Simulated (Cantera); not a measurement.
Source: NASA polynomial tables (part measured, part estimated), evaluated in Cantera. Values are per mole of reaction as written; species without (g) are pure solids or liquids, kept so even where they would boil at 1 bar.

C2H2(g) → H2(g) + 2 C, with ΔH° = -228.2 kJ and ΔS° = -58.8 J/K at 300 K.

### Question
How far is the shortcut ΔG° ≈ ΔH°(300 K) − T·ΔS°(300 K) from the full temperature-dependent value at 1475, 1625, 1775, 1925, 2075, 2225, 2375, 2525, 2675, 2825 K?

### Answer
| T (K) | shortcut (kJ) | full (kJ) | difference (kJ) | difference in log10 K |
|---|---|---|---|---|
| 1475 | -141.5 | -146.2 | 4.6 | -0.16 |
| 1625 | -132.7 | -138.4 | 5.7 | -0.18 |
| 1775 | -123.9 | -130.7 | 6.8 | -0.20 |
| 1925 | -115.1 | -123.1 | 8.0 | -0.22 |
| 2075 | -106.3 | -115.5 | 9.2 | -0.23 |
| 2225 | -97.5 | -107.9 | 10.4 | -0.24 |
| 2375 | -88.7 | -100.3 | 11.7 | -0.26 |
| 2525 | -79.8 | -92.8 | 13.0 | -0.27 |
| 2675 | -71.0 | -85.4 | 14.3 | -0.28 |
| 2825 | -62.2 | -77.9 | 15.7 | -0.29 |
The shortcut ignores the heat-capacity change of the reaction.
